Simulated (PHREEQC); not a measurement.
**Copper plating or etch bath: speciation**

Solution (23 °C): 10 mmol/kgw Cu(BF4)2, 3.7 mmol/kgw HBF4 and 0.066 mmol/kgw Na2SO4. Closed to the air; pH follows from the charge balance.

Computed with PHREEQC (ion-association model, wateq4f.dat).

This is a speciation only: nothing precipitates in the calculation.

**Question.** What pH, ionic strength does the model give?

**Answer.** pH 2.47; ionic strength 0.0337 mol/kgw.

**Question.** In which forms is F present?

**Answer.** BF4- 88 %, HF 5.8 %, BF3OH- 4.2 %, F- 1.4 %, BF2(OH)2- 0.6 % of the F.

Real BF4- forms and hydrolyses slowly; the run takes it at equilibrium.
